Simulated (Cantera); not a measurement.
CH3SiH3 + H2 (silicon carbide growth)

A closed system holds: 1 mol CH3SiH3, 2 mol H2, equilibrated at 1125 °C and 12.8 Torr.

Equilibrium computed with Cantera from the NASA thermochemical tables; the gas is ideal and each condensed phase is pure. Candidate condensed phases: C, C6H6, C7H8, C8H18, Si, SiC; 87 gas species. The feed counts by its element totals alone. Kinetics and transport are ignored.

- x(H2) = 1.000
- x(H) = 3.63e-5
- n(SiC(s)) = 1.000 mol
- gas amount = 5.000 mol
- log10 activity of Si(s) (absent) = -0.06
- log10 activity of C(graphite) (absent) = -2.27
